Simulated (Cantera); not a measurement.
Cantera run, input and output.

```python
import numpy as np
import cantera as ct

gas = ct.Solution("gri30.yaml")
gas.TPX = 350, 610000, {'CO': 1, 'H2': 0.042, 'O2': 0.724, 'N2': 2.72}
flame = ct.FreeFlame(gas, width=0.011)
flame.set_refine_criteria(ratio=3, slope=0.08, curve=0.16)
flame.transport_model = "mixture-averaged"
flame.solve(loglevel=0, auto=True)
z, T = flame.grid, flame.T
thick = (T[-1] - T[0]) / np.gradient(T, z).max()
show = ['CO', 'H2', 'O2', 'N2O', 'CO2', 'NO2']
print(f"laminar burning velocity  {flame.velocity[0] * 100:.3f} cm/s")
print(f"burnt temperature         {T[-1]:.1f} K")
print(f"thermal thickness         {thick * 1e3:.4f} mm")
print(f"grid points               {len(z)}")
z0 = z[flame.heat_release_rate.argmax()]
print(f"{'z/mm':>9s}{'T/K':>9s}{'u/(m/s)':>9s}" + "".join(f"{s:>11s}" for s in show))
rows = []
for k in (-3, -2, -1.5, -1, -0.5, -0.25, 0, 0.25, 0.5, 1, 2, 4, 8):
    zz = z0 + k * thick
    rows.append([k * thick, np.interp(zz, z, T), np.interp(zz, z, flame.velocity),
                 *(np.interp(zz, z, flame.X[gas.species_index(s)]) for s in show)])
    print(f"{rows[-1][0] * 1e3:9.3f}{rows[-1][1]:9.1f}{rows[-1][2]:9.3f}" + "".join(f"{x:11.3e}" for x in rows[-1][3:]))
```

Output:

```
laminar burning velocity  18.615 cm/s
burnt temperature         2214.0 K
thermal thickness         0.1794 mm
grid points               119
     z/mm      T/K  u/(m/s)         CO         H2         O2        N2O        CO2        NO2
   -0.538    350.0    0.186  2.230e-01  9.170e-03  1.614e-01  3.970e-12  2.494e-07  1.197e-10
   -0.359    350.6    0.186  2.230e-01  8.726e-03  1.615e-01  9.049e-11  5.599e-06  2.324e-09
   -0.269    353.8    0.188  2.230e-01  8.068e-03  1.615e-01  9.431e-10  5.749e-05  2.066e-08
   -0.179    381.6    0.202  2.215e-01  6.572e-03  1.610e-01  1.399e-08  8.379e-04  2.499e-07
   -0.090    653.2    0.343  2.002e-01  3.679e-03  1.508e-01  3.071e-07  1.789e-02  2.981e-06
   -0.045   1045.6    0.538  1.612e-01  2.008e-03  1.312e-01  1.016e-06  5.808e-02  1.358e-06
    0.000   1473.4    0.737  1.061e-01  6.423e-04  1.018e-01  2.334e-06  1.221e-01  2.599e-07
    0.045   1741.3    0.851  6.511e-02  2.682e-04  8.023e-02  3.282e-06  1.720e-01  2.654e-07
    0.090   1887.6    0.912  4.394e-02  2.318e-04  6.996e-02  3.524e-06  1.982e-01  3.122e-07
    0.179   2024.0    0.967  2.681e-02  1.765e-04  6.241e-02  3.515e-06  2.193e-01  4.227e-07
    0.359   2119.8    1.006  1.524e-02  1.043e-04  5.762e-02  2.939e-06  2.333e-01  5.384e-07
    0.718   2177.2    1.029  7.928e-03  5.505e-05  5.459e-02  1.830e-06  2.420e-01  5.242e-07
    1.435   2204.8    1.040  4.301e-03  3.077e-05  5.307e-02  1.058e-06  2.462e-01  4.475e-07
```

Model: GRI-Mech 3.0 (53 species, 325 reactions), integrated in Cantera. The hydrogen kinetics of GRI-Mech 3.0 are dated; newer H2 mechanisms differ, most at raised pressure. Burning velocities carry a grid error of a few per cent, more on coarse grids.
